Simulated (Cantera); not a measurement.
**HgO + N2 (iron carbonyl, mercury and lead vapours)**

Feed: 1 mol HgO, 2.8 mol N2.

Method: chemical equilibrium by Gibbs-energy minimisation in Cantera with the NASA 1993 tables (ideal gas, pure condensed phases). Candidate condensed phases: Hg, HgO; 10 gas species. Kinetics and transport are ignored.

Stable condensed phases:

```
T in K \ P in Pa
              10      68     460    3200   22000  150000 1000000
   1475        A       A       A       A       A       A       A
   1400        A       A       A       A       A       A       A
   1325        A       A       A       A       A       A       A
   1250        A       A       A       A       A       A       A
   1175        A       A       A       A       A       A       A
   1100        A       A       A       A       A       A       A
   1025        A       A       A       A       A       A       A
    950        A       A       A       A       A       A       A
    875        A       A       A       A       A       A       A
    800        A       A       A       A       A       A       A
    725        A       A       A       A       A       A       B
    650        A       A       A       A       A       B       B
```

A: gas only; B: HgO.
